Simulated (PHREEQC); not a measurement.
**Copper plating or etch bath**

Make-up at 20 °C: 0.13 mol CuSO4, 0.0012 mol H3BO3 and 0.016 mol HF per kg of water. Closed to the air; pH follows from the charge balance.

Computed with PHREEQC (ion-association model, phreeqc.dat).

The pH comes out as 2.72, the ionic strength is 0.265 mol/kgw and the specific conductance comes out as 10000 µS/cm. The density is 1.019 g/cm³ and the total alkalinity comes out as -16.0 meq/kg.

| species | molality | activity | log γ |
|---|---|---|---|
| Cu+2 | 0.0661 | 0.0201 | -0.518 |
| SO4-2 | 0.0635 | 0.0169 | -0.576 |
| CuSO4 | 0.0627 | 0.0667 | 0.027 |
| HF | 0.00624 | 0.00663 | 0.027 |
| HSO4- | 0.00378 | 0.00280 | -0.132 |
| F- | 0.00372 | 0.00255 | -0.164 |
| H+ | 0.00241 | 0.00190 | -0.103 |

Precipitation was switched off in this run. Real BF4- forms and hydrolyses slowly; the run takes it at equilibrium.
